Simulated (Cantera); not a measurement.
## Silicon nitride deposition: trisilylamine + NH3 + H2

Charge: 1 mol trisilylamine, 25 mol NH3, 1.2 mol H2, equilibrated at 750 Torr.

Cantera equilibrium calculation (NASA polynomials, part measured and part estimated; ideal gas, pure solids and liquids). Candidate condensed phases: Si, Si3N4; 18 gas species. The feed counts by its element totals alone. Gases not in the tables: Si2H6 and higher silanes. The numbers say what is thermodynamically allowed, not how fast it happens.

From 1698 K to 1998 K the condensed part is Si3N4(s). At 2048 K the condensed part is Si(l). The main Si-bearing gas is SiH2 throughout.

| T (K) | x H2 | x N2 | x H | x SiH2 | x Si | x SiH | x NH3 | n Si3N4(s) | n Si(l) |
|---|---|---|---|---|---|---|---|---|---|
| 1698 | 0.797 | 0.203 | 0.000129 | 4.23e-7 | 2.50e-8 | 3.47e-8 | 1.17e-5 | 1.000 | 0 |
| 1748 | 0.797 | 0.203 | 0.000204 | 1.13e-6 | 1.00e-7 | 1.19e-7 | 1.05e-5 | 1.000 | 0 |
| 1798 | 0.797 | 0.203 | 0.000314 | 2.84e-6 | 3.73e-7 | 3.82e-7 | 9.39e-6 | 1.000 | 0 |
| 1848 | 0.797 | 0.203 | 0.000473 | 6.80e-6 | 1.29e-6 | 1.15e-6 | 8.48e-6 | 1.000 | 0 |
| 1898 | 0.796 | 0.203 | 0.000698 | 1.55e-5 | 4.16e-6 | 3.24e-6 | 7.70e-6 | 1.000 | 0 |
| 1948 | 0.796 | 0.203 | 0.00101 | 3.40e-5 | 1.27e-5 | 8.68e-6 | 7.03e-6 | 0.999 | 0 |
| 1998 | 0.796 | 0.203 | 0.00143 | 7.13e-5 | 3.63e-5 | 2.21e-5 | 6.44e-6 | 0.997 | 0 |
| 2048 | 0.767 | 0.231 | 0.00196 | 0.000106 | 7.56e-5 | 4.02e-5 | 6.00e-6 | 0 | 2.99 |
x: gas mole fraction; n: condensed amount in mol.
